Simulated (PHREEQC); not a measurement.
Dissolve 1.9 mmol/kgw HF and 4.7 mmol/kgw HCl at 25 °C. Closed to the air; pH follows from the charge balance.

Equilibrium calculation in PHREEQC: ion-association model, wateq4f.dat.

No solid was allowed to form.

Question: Estimate the pH.

Answer: pH 2.33.

Question: In which forms is F present?

Answer: HF 86 %, F- 13 %, H2F2 0.7 % of the F.
